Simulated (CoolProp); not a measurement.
Values from CoolProp's reference Helmholtz-energy equation of state, Akasaka 2024.

Problem. For R1132(E), give the phase and the density (kg/m³), speed of sound (m/s), Joule-Thomson coefficient (K/MPa) at 57.35 °C and 22.2 bar; 71.25 °C and 22.2 bar; 85.15 °C and 22.2 bar.

Solution. 
- 57.35 °C and 22.2 bar: gas; density 65.7, speed of sound 188, Joule-Thomson coefficient 13.9
- 71.25 °C and 22.2 bar: gas; density 60.3, speed of sound 197, Joule-Thomson coefficient 11.9
- 85.15 °C and 22.2 bar: gas; density 56.2, speed of sound 206, Joule-Thomson coefficient 10.4
